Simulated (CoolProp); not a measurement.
Vapour pressure (kPa) of octamethyltrisiloxane (MDM): the reference equation beside estimates from Tc = 292.2 °C, pc = 1438 kPa, ω = 0.528. Clausius-Clapeyron is anchored at 146.15 °C with a constant enthalpy of vaporisation of 36.76 kJ/mol.

Values from CoolProp's reference Helmholtz-energy equation of state, Thol 2017.

| T (°C) | reference | Clausius-Clapeyron | van der Waals | Redlich-Kwong | Soave-Redlich-Kwong | Peng-Robinson |
|---|---|---|---|---|---|---|
| 106.65 | 25.32 | 28.58 | 232.8 | 87.95 | 25.14 | 25.69 |
| 116.55 | 35.40 | 38.42 | 266.3 | 110.2 | 35.10 | 35.64 |
| 126.45 | 48.45 | 50.89 | 302.7 | 136.3 | 48.02 | 48.51 |
| 136.35 | 65.05 | 66.50 | 342.2 | 166.6 | 64.49 | 64.84 |
| 146.15 | 85.59 | 85.59 | 384.5 | 201.0 | 84.92 | 85.06 |
| 156.05 | 111.1 | 109.2 | 430.5 | 240.6 | 110.4 | 110.2 |
| 165.95 | 142.2 | 137.7 | 479.9 | 285.3 | 141.6 | 140.9 |
| 175.85 | 179.6 | 171.9 | 532.8 | 335.6 | 179.2 | 178.0 |
| 185.75 | 224.0 | 212.6 | 589.2 | 391.6 | 224.1 | 222.2 |
| 195.65 | 276.4 | 260.6 | 649.2 | 453.8 | 277.2 | 274.4 |
| 205.55 | 337.6 | 316.7 | 712.9 | 522.3 | 339.4 | 335.8 |
| 215.45 | 408.5 | 381.9 | 780.3 | 597.6 | 411.8 | 407.2 |
| 225.35 | 490.1 | 457.1 | 851.6 | 679.8 | 495.3 | 489.7 |
| 235.25 | 583.6 | 543.3 | 926.8 | 769.2 | 591.0 | 584.6 |

Absolute difference from the reference over all 14 rows, mean and median: Clausius-Clapeyron 5.4 and 5.4 %, van der Waals 294.7 and 217.1 %, Redlich-Kwong 110.4 and 93.7 %, Soave-Redlich-Kwong 0.7 and 0.7 %, Peng-Robinson 0.6 and 0.6 %.
